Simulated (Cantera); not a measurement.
A closed system holds: 1 mol CF4, 0.053 mol CH4, 0.4 mol H2, equilibrated at 2973.15 K.

Method: chemical equilibrium by Gibbs-energy minimisation in Cantera with the NASA 1993 tables (ideal gas, pure condensed phases). Candidate condensed phases: C, C6H6, C7H8, C8H18; 95 gas species. Gases not in the tables: C2F6 and larger saturated fluorocarbons. Rates play no part.

Task: Which condensed phases are stable at each of these points (P (Pa)): 1, 6.80, 46, 320, 2200, 15000, 100000?

Result: 
```json
[
 {"P (Pa)": "1", "condensed phases": "gas only", "C condensed (%)": "0.0"},
 {"P (Pa)": "6.80", "condensed phases": "gas only", "C condensed (%)": "0.0"},
 {"P (Pa)": "46", "condensed phases": "gas only", "C condensed (%)": "0.0"},
 {"P (Pa)": "320", "condensed phases": "gas only", "C condensed (%)": "0.0"},
 {"P (Pa)": "2200", "condensed phases": "C(graphite)", "C condensed (%)": "42.2"},
 {"P (Pa)": "15000", "condensed phases": "C(graphite)", "C condensed (%)": "18.7"},
 {"P (Pa)": "100000", "condensed phases": "gas only", "C condensed (%)": "0.0"}
]
```

From 1.00e-5 bar to 0.00320 bar nothing is condensed. From 0.0220 bar to 0.150 bar the condensed part is C(graphite). At 1.00 bar nothing is condensed.
